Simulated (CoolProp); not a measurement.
A closed Brayton cycle with nitrogen: compressor inlet 313.15 K and 5.6 MPa, high pressure 13.2 MPa, turbine inlet 875 K, compressor efficiency 0.8, turbine efficiency 0.85, recuperator effectiveness 0.9 (on enthalpy, no pinch check). Each further row changes one setting.

Values from CoolProp's reference Helmholtz-energy equation of state, Span 2000.

```
case                           thermal efficiency (%)  net work (kJ/kg)  compressor to turbine work  compressor exit (K)  turbine exit (K)
-----------------------------  ----------------------  ----------------  --------------------------  -------------------  ----------------
as stated                                           …              59.3                        0.66                422.8             724.0
turbine inlet 825 K                                 …                 …                        0.70                422.8             681.2
compressor inlet 323.15 K                           …                 …                           …                436.3             724.0
high pressure 11.2 MPa                           28.5              53.3                        0.63                399.6                 …
recuperator effectiveness 0.5                       …              59.3                        0.66                422.8             724.0
```

Question: Fill in the missing entries.

Answer: 
- as stated, thermal efficiency (%): 27.9
- turbine inlet 825 K, thermal efficiency (%): 24.9
- turbine inlet 825 K, net work (kJ/kg): 49.3
- compressor inlet 323.15 K, thermal efficiency (%): 26.3
- compressor inlet 323.15 K, net work (kJ/kg): 55.4
- compressor inlet 323.15 K, compressor to turbine work: 0.68
- high pressure 11.2 MPa, turbine exit (K): 750.7
- recuperator effectiveness 0.5, thermal efficiency (%): 17.2
